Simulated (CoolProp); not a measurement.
The fluid at 293.15 K and 0.0235 MPa is throttled through a valve to 0.0025 MPa with no heat exchange. The same conditions are run with several fluids, on thermodynamics alone (safety and materials aside).

Model: reference Helmholtz-energy equation of state of each fluid (R141b: Lemmon 2006; hydrogen sulfide: Lemmon 2006; R21: Platzer 1990; C3F8 (R218): Lemmon 2006; ethane: Bücker 2006), in CoolProp. The equations of Platzer and Polt are older, rougher fits.

| fluid | temperature change (K) | final density (kg/m³) |
|---|---|---|
| R141b | -1.0 | 0.120 |
| hydrogen sulfide | -0.4 | 0.0350 |
| R21 | -0.9 | 0.106 |
| C3F8 (R218) | -0.3 | 0.193 |
| ethane | -0.2 | 0.0309 |
